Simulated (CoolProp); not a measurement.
Vapour-liquid equilibrium of carbon dioxide (1) + sulfur dioxide (2) at 282.8 K; x and y are mole fractions of (1).

Computed with CoolProp (multi-fluid Helmholtz-energy mixture model, Span 1996 and Gao 2016; pair parameters Bell 2016).

| x | bubble pressure (MPa) | y at the bubble point | dew pressure at overall composition x (MPa) | liquid density (mol/L) |
|---|---|---|---|---|
| 0.05 | 0.4610 | 0.512 | 0.2392 | 22.06 |
| 0.125 | 0.8088 | 0.728 | 0.2597 | 22.14 |
| 0.2 | 1.148 | 0.813 | 0.2839 | 22.21 |
| 0.275 | 1.473 | 0.859 | 0.3129 | 22.25 |
| 0.35 | 1.784 | 0.888 | 0.3485 | 22.27 |
| 0.425 | 2.080 | 0.908 | 0.3930 | 22.26 |
| 0.5 | 2.363 | 0.923 | 0.4504 | 22.21 |
| 0.575 | 2.637 | 0.935 | 0.5274 | 22.12 |
| 0.65 | 2.907 | 0.945 | 0.6358 | 21.96 |
| 0.725 | 3.183 | 0.955 | 0.8001 | 21.74 |
| 0.8 | 3.474 | 0.965 | 1.077 | 21.41 |
| 0.875 | 3.795 | 0.976 | 1.633 | 20.94 |
| 0.95 | 4.168 | 0.989 | 3.031 | 20.26 |

No azeotrope shows between x = 0.05 and 0.95.

The pair parameters rest on a limited set of measurements; away from them the model extrapolates. The gap from Raoult's law changes sign with composition, which may be real or a fault of the pair parameters; it wasn't checked against measurements.
